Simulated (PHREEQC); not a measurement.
Leach liquor

A solution holds 50 mmol/kgw HCl, 0.57 mmol/kgw LiCl and 7.1 mmol/kgw Fe2(SO4)3, at 20 °C. Closed to the air; pH follows from the charge balance.

Equilibrium calculation in PHREEQC: ion-association model, wateq4f.dat.

Each row changes one thing in this solution. No solid was allowed to form.

| case | pH | ionic strength (mol/kgw) | HSO4- (mol/kgw) | SO4-2 (mol/kgw) |
|---|---|---|---|---|
| as made | 1.45 | 0.0773 | 0.00631 | 0.00398 |
| LiCl from 0.00057 to 0.000285 mol/kgw | 1.45 | 0.0770 | 0.00631 | 0.00398 |
| LiCl left out | 1.45 | 0.0767 | 0.00631 | 0.00398 |
| Fe2(SO4)3 replaced by K2SO4 at the same molality | 1.42 | 0.0627 | 0.00451 | 0.00249 |
| LiCl from 0.00057 to 0.00114 mol/kgw | 1.45 | 0.0779 | 0.00631 | 0.00400 |
| temperature from 20 to 70 °C | 1.49 | 0.0751 | 0.0103 | 0.00216 |
| Fe2(SO4)3 from 0.0071 to 0.071 mol/kgw | 1.79 | 0.235 | 0.0204 | 0.0377 |

Complexes and solids missing from the database can't appear. Some of these states are supersaturated (in Hematite (slow to form), Goethite (slow to form), for instance). Constants without temperature data keep their 25 °C values here.
